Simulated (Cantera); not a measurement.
Input: 1 mol SiH4, 0.76 mol C2H4, 290 mol H2, 0.74 mol C3H8, at 0.100 bar.

Method: chemical equilibrium by Gibbs-energy minimisation in Cantera with the NASA 1993 tables (ideal gas, pure condensed phases). Candidate condensed phases: C, C6H6, C7H8, C8H18, Si, SiC; 87 gas species. Gases not in the tables: Si2H6 and higher silanes. The numbers say what is thermodynamically allowed, not how fast it happens.

**Question.** At 2223 K, list the 7 most abundant gas species with their mole fractions, and the condensed phases.

**Answer.** H2 0.976, H 0.0200, C2H2 (acetylene) 0.00283, Si 0.000529, SiH 7.00e-5, SiC2 5.54e-5, SiH2 3.72e-5. Condensed: C(graphite) + SiC(s).
